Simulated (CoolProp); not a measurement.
Vapour-liquid equilibrium of R143a (1) + dimethyl ether (2) at 0.148 bar; x and y are mole fractions of (1).

Computed with CoolProp (multi-fluid Helmholtz-energy mixture model, Lemmon and Jacobsen 2000 and Wu 2011; pair parameters Bell 2016).

Q: Give the bubble temperature and the first vapour's composition at x = 0.5, 0.65, 0.95. Is there an azeotrope?

A: x = 0.5: 198.2 K, y = 0.785; x = 0.65: 196.1 K, y = 0.865; x = 0.95: 192.8 K, y = 0.983. No azeotrope shows between x = 0.05 and 0.95.

Pair parameters are fitted to limited data, so mixtures are less certain than the pure fluids.
